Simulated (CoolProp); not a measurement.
A closed Brayton cycle with carbon dioxide: compressor inlet 310.15 K and 10 MPa, high pressure 31.2 MPa, turbine inlet 810 K, compressor efficiency 0.85, turbine efficiency 0.9, recuperator effectiveness 0.95 (on enthalpy, no pinch check). Each further row changes one setting.

Model: reference Helmholtz-energy equation of state, Span 1996, in CoolProp.

| case | thermal efficiency (%) | net work (kJ/kg) | compressor to turbine work | compressor exit (K) | turbine exit (K) |
|---|---|---|---|---|---|
| as stated | 38.9 | 112 | 0.23 | 344.2 | 675.1 |
| turbine inlet 760 K | 36.9 | 101 | 0.25 | 344.2 | 629.8 |
| compressor inlet 320.15 K | 37.1 | 101 | 0.30 | 382.4 | 675.1 |
| high pressure 26.5 MPa | 37.8 | 99.5 | 0.21 | 338.3 | 693.9 |
| recuperator effectiveness 0.5 | 23.6 | 112 | 0.23 | 344.2 | 675.1 |
